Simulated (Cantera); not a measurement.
A Cantera script and its output.

```python
import numpy as np
import cantera as ct

gas = ct.Solution("gri30.yaml")
gas.TPX = 1125, 2600000, {'C2H4': 1, 'O2': 4.35, 'N2': 16.3, 'H2O': 0.82}
reactor = ct.IdealGasConstPressureReactor(gas, energy="on", clone=False)
net = ct.ReactorNet([reactor])
net.rtol, net.atol = 1e-08, 1e-16
show = ['C2H4', 'O2', 'H2O', 'H2O2', 'C2H6']
times = np.geomspace(4e-06, 3, 10)

steps = ct.SolutionArray(gas, extra=["t"])
rows = []
print(f"{'t/s':>10s}{'T/K':>9s}{'P/Pa':>11s}" + "".join(f"{s:>11s}" for s in show))
for t in times:
    while net.time < t:
        t_next = net.step()
        steps.append(gas.state, t=t_next)
    rows.append([np.interp(t, steps.t, y) for y in (steps.T, steps.P, *steps(*show).X.T)])
    print(f"{t:10.3e}{rows[-1][0]:9.1f}{rows[-1][1]:11.4g}" + "".join(f"{x:11.3e}" for x in rows[-1][2:]))
rate = np.gradient(steps.T, steps.t)
print("integrator steps:", len(steps.t))
if steps.T.max() > steps.T[0] + 200:
    print(f"time of steepest temperature rise: {steps.t[rate.argmax()]:.4e} s")
gas.TPX = 1125, 2600000, {'C2H4': 1, 'O2': 4.35, 'N2': 16.3, 'H2O': 0.82}
gas.equilibrate("HP")
print(f"equilibrium (HP): T = {gas.T:.1f} K  " + "  ".join(f"{s} {gas[s].X[0]:.3e}" for s in show))
```

Output:

```
       t/s      T/K       P/Pa       C2H4         O2        H2O       H2O2       C2H6
 4.000e-06   1125.0    2.6e+06  4.450e-02  1.936e-01  3.649e-02  1.557e-14  1.756e-15
 1.798e-05   1125.0    2.6e+06  4.450e-02  1.936e-01  3.649e-02  3.828e-13  2.012e-14
 8.084e-05   1125.0    2.6e+06  4.450e-02  1.936e-01  3.649e-02  9.162e-12  4.094e-13
 3.634e-04   1125.0    2.6e+06  4.450e-02  1.936e-01  3.649e-02  2.125e-10  1.215e-11
 1.634e-03   2550.7    2.6e+06  1.326e-26  5.892e-02  1.211e-01  1.176e-06  1.627e-32
 7.345e-03   2533.1    2.6e+06  1.034e-26  5.420e-02  1.214e-01  1.090e-06  1.297e-32
 3.302e-02   2532.8    2.6e+06  1.028e-26  5.410e-02  1.214e-01  1.088e-06  1.290e-32
 1.484e-01   2532.8    2.6e+06  1.028e-26  5.410e-02  1.214e-01  1.088e-06  1.290e-32
 6.673e-01   2532.8    2.6e+06  1.028e-26  5.410e-02  1.214e-01  1.088e-06  1.290e-32
 3.000e+00   2532.8    2.6e+06  1.028e-26  5.410e-02  1.214e-01  1.088e-06  1.290e-32
integrator steps: 2081
time of steepest temperature rise: 1.3353e-03 s
equilibrium (HP): T = 2532.8 K  C2H4 1.245e-26  O2 5.410e-02  H2O 1.214e-01  H2O2 1.088e-06  C2H6 2.023e-32
```

Cantera simulation using GRI-Mech 3.0 (53 species, 325 reactions); the numbers are that mechanism's predictions, not measurements. GRI-Mech 3.0 was tuned for natural gas; its chemistry of ethylene as a main component is partial and can be far from experiment. The pressure lies above the range GRI-Mech 3.0 was tuned for (to about 10 atm).
